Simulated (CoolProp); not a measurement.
Oxygen along the isotherm -168.35 °C: density (kg/m³) from the reference equation and from simpler models built on Tc = -118.6 °C, pc = 50.46 bar, ω = 0.022; each cubic takes its own stable root.

The numbers come from the reference Helmholtz-energy equation of state, Schmidt 1985 in CoolProp.

```csv
p (bar),phase,reference,van der Waals,Redlich-Kwong,Soave-Redlich-Kwong
1.8,gas,6.869,6.792,6.863,6.857
3.6,gas,14.35,13.99,1064,14.29
5.41,liquid,1065,21.73,1064,1054
7.21,liquid,1066,30.02,1065,1055
9.01,liquid,1067,730.8,1066,1056
10.8,liquid,1067,731.9,1067,1057
12.6,liquid,1068,732.9,1068,1058
14.4,liquid,1068,734.0,1068,1059
16.2,liquid,1069,735.0,1069,1060
18,liquid,1070,736.0,1070,1060
19.8,liquid,1070,737.0,1071,1061
21.6,liquid,1071,737.9,1071,1062
23.4,liquid,1071,738.9,1072,1063
25.2,liquid,1072,739.8,1073,1064
```

At some of these states van der Waals, Redlich-Kwong gives the other phase, because its saturation line lies elsewhere.
